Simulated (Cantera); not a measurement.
Feed: 1 mol SiC, 0.11 mol O₂, 1.4 mol N₂, held at 702 °C and 3.70 bar.

Equilibrium computed with Cantera from the NASA thermochemical tables; the gas is ideal and each condensed phase is pure. Candidate condensed phases: C, Si, SiC, SiO₂, Si₂N₂O, Si₃N₄; 34 gas species. N₂ is the only nitrogen source here; it is nearly inert below about 1500 K, so the nitride shown seldom forms there in practice. Equilibrium is a limit: real reactors are often held back by kinetics, nucleation or transport.

Task: What is the equilibrium state?

Result: x(N₂): 1.00
n(C(graphite)): 1.00 mol
n(Si₂N₂O(s)): 0.220 mol
n(Si₃N₄(s)): 0.187 mol
gas amount: 0.8067 mol
log10 activity of Si(s) (absent): -7.90
